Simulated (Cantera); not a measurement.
Input (Python, Cantera) and output of one run.

```python
import numpy as np
import cantera as ct

gas_names = """
    F2 H2S HF SF4
""".split()
cond_names = """

""".split()


# ... load() reads the species with a 1 bar reference pressure and builds the phases ...
species = {s.name: s for s in load("nasa_gas.yaml", gas_names) + load("nasa_condensed.yaml", cond_names)}
# Each term lists the table entries of one substance; the one whose range holds T is used.
reactions = {
    '3 F2(g) + H2S(g) = 2 HF(g) + SF4(g)':
        [(-3, ['F2']), (-1, ['H2S']), (2, ['HF']), (1, ['SF4'])],
}


def pick(names, T):
    return next(species[n] for n in names if species[n].thermo.min_temp <= T <= species[n].thermo.max_temp)


results = []
for label, terms in reactions.items():
    print(label)
    print("     T/K   dH/kJ  dS/(J/K)   dG/kJ   log10 K")
    for T in [673, 773, 873, 973, 1073, 1173]:
        used = [(nu, pick(names, T)) for nu, names in terms]
        dH = sum(nu * s.thermo.h(T) for nu, s in used) / 1e6
        dS = sum(nu * s.thermo.s(T) for nu, s in used) / 1e3
        dG = dH - T * dS / 1e3
        logK = -dG * 1e6 / (ct.gas_constant * T * np.log(10))
        results.append((label, T, dH, dS, dG, logK, [s.name for _, s in used]))
        print(f"{T:8g} {dH:8.1f} {dS:8.1f} {dG:8.1f} {logK:8.2f}")
```

Result:

```
3 F2(g) + H2S(g) = 2 HF(g) + SF4(g)
     T/K   dH/kJ  dS/(J/K)   dG/kJ   log10 K
     673  -1283.6   -158.0  -1177.3    91.37
     773  -1282.6   -156.6  -1161.6    78.49
     873  -1281.7   -155.5  -1145.9    68.56
     973  -1280.9   -154.7  -1130.4    60.69
    1073  -1280.2   -154.0  -1115.0    54.28
    1173  -1279.6   -153.4  -1099.6    48.97
```

Source: NASA polynomial tables (part measured, part estimated), evaluated in Cantera. Condensed species are held in their standard states even where they would react or evaporate.
